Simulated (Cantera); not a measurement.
An isothermal, constant-pressure homogeneous reactor starts with H2 : O2 = 0.018 : 1 (molar parts), equivalence ratio 0.0090, at 975 K and 0.00140 bar.

Cantera simulation using GRI-Mech 3.0 (53 species, 325 reactions); the numbers are that mechanism's predictions, not measurements. Radical loss at walls, strong at low pressure, is not modelled.

x: mole fraction; the columns are a selection and need not sum to one.

| t (s) | x H2 | x O2 | x OH | x O | x H | x H2O |
|---|---|---|---|---|---|---|
| 4.00e-5 | 0.0177 | 0.982 | <1e-12 | <1e-12 | <1e-12 | <1e-12 |
| 0.000137 | 0.0177 | 0.982 | <1e-12 | <1e-12 | 1.15e-12 | <1e-12 |
| 0.000468 | 0.0177 | 0.982 | <1e-12 | <1e-12 | 3.56e-12 | <1e-12 |
| 0.00160 | 0.0177 | 0.982 | 4.86e-12 | 5.56e-12 | 9.53e-12 | 1.05e-12 |
| 0.00548 | 0.0177 | 0.982 | 3.17e-11 | 4.68e-11 | 2.65e-11 | 2.54e-11 |
| 0.0187 | 0.0177 | 0.982 | 3.51e-10 | 6.82e-10 | 2.14e-10 | 7.33e-10 |
| 0.0641 | 0.0177 | 0.982 | (withheld) | 4.32e-7 | 1.25e-7 | 5.58e-7 |
| 0.219 | 0.000465 | 0.969 | (withheld) | 0.0111 | 0.00322 | 0.0152 |
| 0.750 | 0.000112 | 0.971 | (withheld) | 0.0106 | 0.00175 | 0.0165 |
| 2.56 | 6.50e-5 | 0.976 | (withheld) | 0.00599 | 0.000748 | 0.0171 |
| 8.77 | 1.76e-5 | 0.980 | (withheld) | 0.00160 | 0.000103 | 0.0177 |
| 30.0 | 2.26e-6 | 0.982 | (withheld) | 0.000208 | 4.85e-6 | 0.0178 |

Fill in the missing entries.


- 0.0641, x OH: 2.13e-7
- 0.219, x OH: 0.000894
- 0.750, x OH: 0.000517
- 2.56, x OH: 0.000393
- 8.77, x OH: 0.000204
- 30.0, x OH: 7.37e-5
